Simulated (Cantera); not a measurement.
Charge: 1 mol (CH3)2SiCl2, 0.0053 mol C2H2, 10 mol H2, equilibrated at 2475 K and 0.530 bar.

Cantera equilibrium calculation (NASA polynomials, part measured and part estimated; ideal gas, pure solids and liquids). Candidate condensed phases: C, C6H6, C7H8, C8H18, Si, SiC; 109 gas species. The feed counts by its element totals alone. The tables' values for SiCl, SiCl3 are old estimates; treat these amounts as uncertain. Gases not in the tables: Si2H6 and higher silanes. Rates play no part.

Base state: H2 0.827, HCl 0.124, H 0.0281, C2H2 (acetylene) 0.00804, SiCl2 0.00629, Cl 0.00298, Si 0.00167, SiCl 0.000771 (mole fractions); condensed: C(graphite) + SiC(s).

Task: What changes in the equilibrium state with this change: H2 from 10 to 3.1 mol?

Result: 
```tsv
species	before	after
H2	0.827	0.712
HCl	0.124	0.221
H	0.0281	0.0261
SiCl2	0.00629	0.0234
SiCl3	3.76e-5	0.000270
Cl	0.00298	0.00574
SiCl	0.000771	0.00149
C2HCl	1.32e-5	2.37e-5
CH4	5.67e-5	4.20e-5
C(graphite), mol	0.906	1.10
SiC(s), mol	0.856	0.796
```

Task: What changes in the equilibrium state with this change: (CH3)2SiCl2 replaced by CH3SiH3?

Result: 
| species | before | after |
|---|---|---|
| H2 | 0.827 | 0.962 |
| H | 0.0281 | 0.0303 |
| Si | 0.00167 | 0.00318 |
| HCl | 0.124 | 0 |
| SiCl2 | 0.00629 | 0 |
| Cl | 0.00298 | 0 |
| SiCl | 0.000771 | 0 |
| SiCl3 | 3.76e-5 | 0 |
| C(graphite), mol | 0.906 | 0 |
| SiC(s), mol | 0.856 | 0.929 |
